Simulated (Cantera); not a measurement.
Charge: 1 mol CH₃SiCl₃, 1200 mol H₂, 0.041 mol C₂H₄, equilibrated at 2673 K and 0.00133 bar.

Method: chemical equilibrium by Gibbs-energy minimisation in Cantera with the NASA 1993 tables (ideal gas, pure condensed phases). The feed counts by its element totals alone. The numbers say what is thermodynamically allowed, not how fast it happens.

| species | before | after |
|---|---|---|
| H₂ | 0.269 | 0.997 |
| HCl | 0.000548 | 0.00249 |
| CH₄ | 1.66e-9 | 6.82e-5 |
| H | 0.728 | 2.22e-7 |
| Si | 0.000521 | <1e-9 |
| Cl | 0.00103 | <1e-9 |
| C | 0.000171 | <1e-9 |
| C₂H₂ (acetylene) | 0.000127 | 3.32e-9 |
| C₂H | 3.46e-5 | <1e-9 |
| C₃ | 1.50e-5 | <1e-9 |
| SiC(s), mol | 0 | 1.000 |
Gas species are given as mole fractions.

Question: Name the change that produced these shifts.
A) temperature from 2673 K to 1425 K
B) H₂ from 1200 to 2.5 mol
C) temperature from 2673 K to 1050 K
D) temperature from 2673 K to 1948.15 K

Answer: C, temperature from 2673 K to 1050 K
